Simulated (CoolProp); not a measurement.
Values from CoolProp's reference Helmholtz-energy equation of state, Thol 2017.

Task: For octamethyltrisiloxane (MDM), give the phase and the Z, speed of sound (m/s), isothermal compressibility (1/MPa), expansivity (1/kK) at 575 K and 3.14 MPa; 575 K and 3.59 MPa.

Result: 
- 575 K and 3.14 MPa: supercritical; Z 0.337, speed of sound 187, isothermal compressibility 0.0747, expansivity 5.08
- 575 K and 3.59 MPa: supercritical; Z 0.374, speed of sound 208, isothermal compressibility 0.0576, expansivity 4.30
